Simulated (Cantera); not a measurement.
Gas mixture: 65.5 % H2, 34.5 % C2H6, at 160000 Pa, frozen composition.

Cantera's kinetic-theory transport with the Lennard-Jones parameters of GRI-Mech 3.0, ideal gas; thermal conductivity in the multicomponent form. The composition is frozen, though it would react at the higher temperatures.

One state of this run: ρ (kg/m³) = 0.140; cp (J/kg/K) = 6231; μ (µPa s) = 36.5; λ (mW/m/K) = 415; Pr = 0.548; D (cm²/s) O = 5.20; D (cm²/s) OH = 5.12; D (cm²/s) C2H2 = 2.96. D: mixture-averaged diffusion coefficient of that species in the mixture.

### Question
Which value of T (K) does it belong to?
A. 1000
B. 1600
C. 1200
D. 1800

### Answer
B, 1600
